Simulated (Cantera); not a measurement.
A closed system holds: 1 mol SiH2Cl2, 2.4 mol HCl, 9.7 mol H2, equilibrated at 10.0 Torr.

Cantera equilibrium calculation (NASA polynomials, part measured and part estimated; ideal gas, pure solids and liquids). Candidate condensed phases: Si; 19 gas species. The tables' values for SiCl3, SiCl are old estimates; treat these amounts as uncertain. Equilibrium is a limit: real reactors are often held back by kinetics, nucleation or transport. All values below are at 1648 K.

Base state: H2 0.760, HCl 0.168, SiCl2 0.0691, SiCl3 0.00162, H 0.000672, Cl 0.000117, SiCl4 8.37e-5, SiHCl3 6.30e-5 (mole fractions); condensed: gas only.

Problem. What changes in the equilibrium state with this change: H2 from 9.7 to 160 mol?

Solution. 
```csv
species,before,after
H2,0.760,0.974
HCl,0.168,0.0229
SiCl2,0.0691,0.00191
SiCl4,8.37e-5,3.33e-8
SiCl3,0.00162,5.37e-6
SiHCl3,6.30e-5,2.37e-7
"Si(s), mol",0,0.678
```
The tables' values for SiCl are old estimates; treat these amounts as uncertain.
